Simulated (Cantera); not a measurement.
A closed system holds: 1 mol SiHCl3, 0.041 mol C2H2, 230 mol H2, equilibrated at 727 °C and 0.100 bar.

Cantera equilibrium calculation (NASA polynomials, part measured and part estimated; ideal gas, pure solids and liquids). Candidate condensed phases: C, C6H6, C7H8, C8H18, Si, SiC; 109 gas species. The tables' values for SiCl3 are old estimates; treat these amounts as uncertain. Kinetics and transport are ignored.

Base state: H2 0.992, HCl 0.00646, SiHCl3 0.000894, SiCl4 0.000827, SiH2Cl2 0.000104, SiCl2 7.15e-5, SiCl3 4.94e-5 (mole fractions); condensed: Si(s) + SiC(s).

**Question.** What changes in the equilibrium state with this change: pressure from 0.100 bar to 1.00 bar?

**Answer.** 
| species | before | after |
|---|---|---|
| H2 | 0.992 | 0.993 |
| HCl | 0.00646 | 0.00368 |
| SiHCl3 | 0.000894 | 0.00166 |
| CH4 | 3.66e-6 | 3.67e-5 |
| SiH3Cl | 3.11e-6 | 1.78e-5 |
| SiH2Cl2 | 0.000104 | 0.000339 |
| SiCl2 | 7.15e-5 | 2.32e-5 |
| SiCl3 | 4.94e-5 | 2.89e-5 |
| Si(s), mol | 0.467 | 0.247 |
| SiC(s), mol | 0.0812 | 0.0735 |
